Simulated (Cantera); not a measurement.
Charge: 1 mol BN, 37 mol Cl2, 7.9 mol N2, held at 2173 K and 0.100 bar.

Method: chemical equilibrium by Gibbs-energy minimisation in Cantera with the NASA 1993 tables (ideal gas, pure condensed phases). Candidate condensed phases: B, BN; 10 gas species. The tables' values for BCl2 are old estimates; treat these amounts as uncertain. Rates play no part.

Base state: Cl 0.840, N2 0.108, Cl2 0.0383, BCl3 0.0127, BCl2 0.000212 (mole fractions); condensed: gas only.

Problem. What changes in the equilibrium state with this change: temperature from 2173 K to 873.15 K?

Solution. 
```csv
species,before,after
Cl2,0.0383,0.791
N2,0.108,0.187
BCl3,0.0127,0.0223
Cl,0.840,0.000125
BCl2,0.000212,<1e-9
```

Problem. What changes in the equilibrium state with this change: temperature from 2173 K to 825 K?

Solution. 
```csv
species,before,after
Cl2,0.0383,0.791
N2,0.108,0.187
BCl3,0.0127,0.0223
Cl,0.840,4.62e-5
BCl2,0.000212,<1e-9
```
